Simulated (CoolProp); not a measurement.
n-octane at 465.23 K and 0.0877 MPa is compressed adiabatically to 0.549 MPa with isentropic efficiency 0.8. Each further row changes one setting.

The numbers come from the reference Helmholtz-energy equation of state, Beckmüller 2019 in CoolProp.

| case | work (kJ/kg) | final temperature (K) | final density (kg/m³) |
|---|---|---|---|
| as stated | 74.5 | (withheld) | 17.5 |
| efficiency 1 | (withheld) | 496.3 | 17.8 |
| efficiency 0.65 | (withheld) | 508.4 | (withheld) |

Problem. What belongs in the gaps?

Solution. 
- as stated, final temperature (K): 502.0
- efficiency 1, work (kJ/kg): 59.6
- efficiency 0.65, work (kJ/kg): 91.7
- efficiency 0.65, final density (kg/m³): 17.1
